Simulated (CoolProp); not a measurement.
A single-stage vapour-compression cycle with fluoroethane (R161): evaporating at 296.15 K (dew point), condensing at 341.15 K (bubble point), superheat 8 K, subcooling 2 K, compressor efficiency 0.85, no pressure losses. Each further row changes one setting.

The numbers come from the reference Helmholtz-energy equation of state, Wu 2012 in CoolProp.

```csv
case,cooling COP,pressure ratio,discharge temperature (K),refrigerating effect (kJ/kg),volumetric capacity (kJ/m³)
as stated,4.23,2.94,367.1,250,4840
evaporating temperature 301.15 K,4.94,2.57,364.8,253,5620
condensing temperature 336.15 K,4.95,2.64,360.5,263,5100
subcooling 7 K,4.46,2.94,367.1,263,5100
superheat 18 K,4.24,2.94,376.5,265,4870
compressor efficiency 0.75,3.73,2.94,371.0,250,4840
```
